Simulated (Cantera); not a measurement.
Gas mixture: 10.7 % CO, 15.7 % H₂O, 46.1 % N₂, 27.5 % C₃H₈, at 0.0133 bar, frozen composition.

Cantera's kinetic-theory transport with the Lennard-Jones parameters of GRI-Mech 3.0, ideal gas; thermal conductivity in the mixture-averaged form. Polar gases are described roughly by these parameters. The composition is frozen, though it would react at the higher temperatures.

D: mixture-averaged diffusion coefficient of that species in the mixture.

| T (K) | ρ (kg/m³) | cp (J/kg/K) | μ (µPa s) | λ (mW/m/K) | Pr | D (cm²/s) H₂ | D (cm²/s) O | D (cm²/s) H₂O |
|---|---|---|---|---|---|---|---|---|
| 400 | 0.0124 | 1553 | 16.3 | 32.7 | 0.776 | 83.4 | 34.1 | (withheld) |
| 600 | 0.00825 | 1887 | 22.7 | 50.9 | 0.839 | 166 | 68.8 | (withheld) |
| 800 | 0.00619 | 2157 | 28.2 | 69.1 | 0.879 | 269 | 112 | (withheld) |
| 1000 | 0.00495 | 2371 | 33.1 | 86.9 | 0.904 | 391 | 163 | (withheld) |
| 1200 | 0.00412 | 2523 | 37.7 | 104 | 0.914 | 529 | 221 | (withheld) |
| 1400 | 0.00353 | 2649 | 42.0 | 121 | 0.922 | 684 | 286 | (withheld) |
| 1600 | 0.00309 | 2754 | 46.1 | 137 | 0.928 | 853 | 358 | (withheld) |
| 1800 | 0.00275 | 2840 | 49.9 | 152 | 0.933 | 1040 | 435 | (withheld) |
| 2000 | 0.00247 | 2909 | 53.6 | 166 | 0.936 | 1230 | 518 | (withheld) |

Problem. Some entries are withheld; supply them.

Solution. 
- 400, D (cm²/s) H₂O: 22.9
- 600, D (cm²/s) H₂O: 49.6
- 800, D (cm²/s) H₂O: 84.0
- 1000, D (cm²/s) H₂O: 125
- 1200, D (cm²/s) H₂O: 172
- 1400, D (cm²/s) H₂O: 225
- 1600, D (cm²/s) H₂O: 282
- 1800, D (cm²/s) H₂O: 345
- 2000, D (cm²/s) H₂O: 412
